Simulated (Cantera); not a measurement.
Feed: 1 mol Si2Cl6, 0.16 mol Cl2, 5.5 mol H2.

These are equilibrium values from Cantera (NASA tables, ideal gas, pure condensed phases), not measurements of a reactor. Candidate condensed phases: Si; 19 gas species. The feed counts by its element totals alone. The tables' values for SiCl3 are old estimates. Rates play no part.

Stable condensed phases, one row left out:

```
T in K \ P in Pa
            100    350   1300   4500  16000  56000 200000
   1375       A      A      A      B      B      B      B
   1275       A      B      B      B      B      B      B
   1225       B      B      B      B      B      B      B
   1175       B      B      B      B      B      B      B
   1125       B      B      B      B      B      B      B
   1075       B      B      B      B      B      B      B
   1025       B      B      B      B      B      B      B
    975       B      B      B      B      B      B      B
    925       B      B      B      B      B      B      B
    875       B      B      B      B      B      B      B
```

A: gas only; B: Si.

Give the row for 1325 K.

100: gas only; 350: gas only; 1300: Si; 4500: Si; 16000: Si; 56000: Si; 200000: Si.
